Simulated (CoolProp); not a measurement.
Model: reference Helmholtz-energy equation of state, Zhou 2012, in CoolProp.

Problem. For ethylbenzene, give the phase and the cv (kJ/(kg K)), Joule-Thomson coefficient (K/MPa), isothermal compressibility (1/MPa), conductivity (mW/(m K)) at 506.4 K and 0.81 MPa.

Solution. 
- 506.4 K and 0.81 MPa: liquid; cv 2.02, Joule-Thomson coefficient 0.0417, isothermal compressibility 0.00667, conductivity 85.6

Thermal conductivity comes from a separate model (Mylona 2014).
